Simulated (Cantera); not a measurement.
Feed: 1 mol Ti, 4.3 mol H2O, 4 mol CO, held at 1500 K and 100 Torr.

Equilibrium computed with Cantera from the NASA thermochemical tables; the gas is ideal and each condensed phase is pure. Candidate condensed phases: C, C6H6, C7H8, C8H18, H2O, Ti, TiC, TiO, TiO2, Ti2O3, Ti3O5, Ti4O7; 113 gas species. Gases not in the tables: TiO(OH)2. Equilibrium is a limit: real reactors are often held back by kinetics, nucleation or transport.

Base state: CO 0.394, H2 0.329, H2O 0.189, CO2 0.0878, H 2.76e-5 (mole fractions); condensed: TiO2(rutile).

### Question
What changes in the equilibrium state with this change: Ti replaced by Cu?

### Answer
| species | before | after |
|---|---|---|
| H2O | 0.189 | 0.327 |
| CO | 0.394 | 0.290 |
| CO2 | 0.0878 | 0.191 |
| H2 | 0.329 | 0.191 |
| Cu | 0 | 6.17e-5 |
| H | 2.76e-5 | 2.11e-5 |
| TiO2(rutile), mol | 1.00 | 0 |
| Cu(l), mol | 0 | 0.999 |
Further candidate phases: Cu, CuO, Cu(OH)2, Cu2O.
